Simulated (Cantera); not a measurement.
What does this Cantera script print?

```python
import numpy as np
import cantera as ct

gas_names = """
    CL CLO CL2 H HCL HOCL HO2 H2 H2O H2O2 O OH O2 O3
""".split()
cond_names = """
    H2O(s) H2O(L)
""".split()


# ... load() reads the species with a 1 bar reference pressure and builds the phases ...
atoms = {
    'HCl': {'H': 1, 'CL': 1},
    'O2': {'O': 2},
}
top_T = {}  # K; cautious upper limits of use, not melting points


# ... equilibrate(T, P, feed) seeds the gas with the atoms and calls Mixture.equilibrate('TP', solver="vcs", rtol=1e-11, max_steps=5000) ...
results = []
feed = {'HCl': 1, 'O2': 4.2}  # mol
P = 34  # Pa
for T in [2298, 2348, 2398, 2448, 2498, 2548, 2598, 2648, 2698]:
    mix = equilibrate(T, P, feed)
    results.append((T, P, feed, dict(zip(mix.species_names, mix.species_moles))))

top = {s: max(r[3][s] / sum(r[3][g] for g in gas_names) for r in results) for s in gas_names}
cols = sorted((s for s in top if top[s] > 1e-06), key=lambda s: -top[s])[:6]
seen = [c for c in cond_names if any(r[3].get(c, 0) > 1e-12 for r in results)]
print("log10 of partial pressures in bar; condensed amounts in mol")
print(f"{'T/K':>10s}" + "".join(f"{s[:9]:>10s}" for s in cols + seen))
for T, P, feed, n in results:
    ng = sum(n[g] for g in gas_names)
    print(f"{T:10.4g}" + "".join(f"{np.log10(max(n[s] / ng * P / 1e5, 1e-99)):10.3f}" for s in cols)
          + "".join(f"{n.get(c, 0):10.4g}" for c in seen))
```

Result:

```
log10 of partial pressures in bar; condensed amounts in mol
       T/K         O        O2        CL         H        OH       H2O
      2298    -4.177    -3.735    -4.335    -4.936    -4.909    -5.014
      2348    -4.074    -3.778    -4.340    -4.814    -4.901    -5.134
      2398    -3.982    -3.830    -4.349    -4.714    -4.916    -5.288
      2448    -3.899    -3.893    -4.361    -4.636    -4.955    -5.479
      2498    -3.827    -3.969    -4.375    -4.579    -5.018    -5.705
      2548    -3.766    -4.057    -4.391    -4.541    -5.102    -5.964
      2598    -3.716    -4.158    -4.408    -4.517    -5.205    -6.246
      2648    -3.676    -4.272    -4.424    -4.503    -5.321    -6.545
      2698    -3.644    -4.397    -4.438    -4.495    -5.446    -6.852
```

Cantera equilibrium calculation (NASA polynomials, part measured and part estimated; ideal gas, pure solids and liquids).
